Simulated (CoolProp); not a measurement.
Hexamethyldisiloxane (MM) along the isobar 3.58 MPa: fugacity coefficient from the reference equation and from simpler models built on Tc = 245.6 °C, pc = 1.931 MPa, ω = 0.418; each cubic takes its own stable root.

Values from CoolProp's reference Helmholtz-energy equation of state, Thol 2016.

```json
[
 {"T (°C)": "57.65", "phase": "liquid", "reference": "0.008709", "Redlich-Kwong": "0.02682", "Soave-Redlich-Kwong": "0.008851"},
 {"T (°C)": "65.85", "phase": "liquid", "reference": "0.01178", "Redlich-Kwong": "0.03333", "Soave-Redlich-Kwong": "0.01198"},
 {"T (°C)": "73.95", "phase": "liquid", "reference": "0.01557", "Redlich-Kwong": "0.04076", "Soave-Redlich-Kwong": "0.01588"},
 {"T (°C)": "82.15", "phase": "liquid", "reference": "0.02031", "Redlich-Kwong": "0.04935", "Soave-Redlich-Kwong": "0.02075"},
 {"T (°C)": "90.25", "phase": "liquid", "reference": "___", "Redlich-Kwong": "0.05891", "Soave-Redlich-Kwong": "0.02662"},
 {"T (°C)": "98.45", "phase": "liquid", "reference": "0.03286", "Redlich-Kwong": "0.06973", "Soave-Redlich-Kwong": "0.03374"},
 {"T (°C)": "106.55", "phase": "liquid", "reference": "0.04087", "Redlich-Kwong": "0.08156", "Soave-Redlich-Kwong": "0.04208"},
 {"T (°C)": "114.75", "phase": "liquid", "reference": "0.05032", "Redlich-Kwong": "0.09469", "Soave-Redlich-Kwong": "0.05195"},
 {"T (°C)": "122.85", "phase": "liquid", "reference": "0.06106", "Redlich-Kwong": "0.1088", "Soave-Redlich-Kwong": "0.06322"},
 {"T (°C)": "131.05", "phase": "liquid", "reference": "___", "Redlich-Kwong": "0.1242", "Soave-Redlich-Kwong": "0.07625"},
 {"T (°C)": "139.15", "phase": "liquid", "reference": "___", "Redlich-Kwong": "0.1406", "Soave-Redlich-Kwong": "0.09080"},
 {"T (°C)": "147.35", "phase": "liquid", "reference": "0.1028", "Redlich-Kwong": "0.1582", "Soave-Redlich-Kwong": "0.1073"},
 {"T (°C)": "155.45", "phase": "liquid", "reference": "0.1198", "Redlich-Kwong": "0.1766", "Soave-Redlich-Kwong": "0.1254"},
 {"T (°C)": "163.65", "phase": "liquid", "reference": "0.1387", "Redlich-Kwong": "0.1963", "Soave-Redlich-Kwong": "___"},
 {"T (°C)": "171.75", "phase": "liquid", "reference": "___", "Redlich-Kwong": "0.2165", "Soave-Redlich-Kwong": "0.1670"},
 {"T (°C)": "179.95", "phase": "liquid", "reference": "0.1812", "Redlich-Kwong": "0.2379", "Soave-Redlich-Kwong": "0.1906"}
]
```

What belongs in the gaps?


- 90.25, reference: 0.02599
- 131.05, reference: 0.07345
- 139.15, reference: 0.08724
- 163.65, Soave-Redlich-Kwong: 0.1454
- 171.75, reference: 0.1590
